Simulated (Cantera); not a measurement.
A freely propagating, adiabatic, planar premixed flame of CH₄ : C₂H₆ : O₂ : N₂ = 0.76 : 0.052 : 2.18 : 8.2 (molar parts), equivalence ratio 0.78, unburnt at 598 K and 13300 Pa; mixture-averaged transport, grid criteria slope 0.08 and curve 0.16, no radiation.

Detailed kinetics in Cantera: GRI-Mech 3.0 (53 species, 325 reactions). Burning velocities carry a grid error of a few per cent, more on coarse grids.

Predict: laminar burning velocity; thermal thickness; peak x(H); peak x(H₂).


- laminar burning velocity = 160 cm/s
- thermal thickness = 2.13 mm
- peak x(H) = 0.0118
- peak x(H₂) = 0.0180
